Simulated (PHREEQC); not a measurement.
LiOH is added in steps, without added water, to 1 kg of water holding 0.006 mol NiSO4, at 25 °C. Oxygen is held at 0.21 atm. No CO2 enters from the air. Only these solids could form: Ni(OH)2, Ni4(OH)6SO4, Morenosite.

Base run: PHREEQC, ion-association model, wateq4f.dat. Each further column changes one thing. The table gives pH.

```
LiOH added (mol)   base  NiSO4 from 0.006 to 0.009 mol/kgw  NiSO4 from 0.006 to 0.0006 mol/kgw  diluted 10-fold with water  no solid may form
----------------  -----  ---------------------------------  ----------------------------------  --------------------------  -----------------
0                  6.26                               6.21                                6.58                        6.58               6.26
0.00105            6.71                               6.64                                7.52                        7.52               9.06
0.00245            6.74                               6.66                               11.07                       11.07               9.32
0.0035             6.76                               6.68                               11.33                       11.33                  ?
0.00455            6.79                                  ?                               11.49                       11.49               9.54
0.00595            6.84                               6.72                               11.64                       11.64               9.65
0.007              6.88                               6.74                               11.72                       11.72               9.73
0.00805            6.93                               6.76                               11.79                       11.79               9.82
0.00945            7.03                               6.80                               11.87                       11.87               9.94
0.0105             7.15                               6.83                               11.92                       11.92              10.05
0.01155            7.41                               6.86                               11.96                       11.96              10.18
0.01295           10.92                               6.91                               12.02                       12.02                  ?
0.014             11.24                               6.97                               12.05                       12.05              10.60
```

### Question
Fill in the missing entries.

### Answer

- 0.0035, no solid may form: 9.44
- 0.00455, NiSO4 from 0.006 to 0.009 mol/kgw: 6.69
- 0.01295, no solid may form: 10.40

The database's Ni(OH)2 is the aged solid; a fresh precipitate is more soluble. In at least one series the solution becomes supersaturated in solids that the run did not let form, among them Ni(OH)2, Ni4(OH)6SO4.
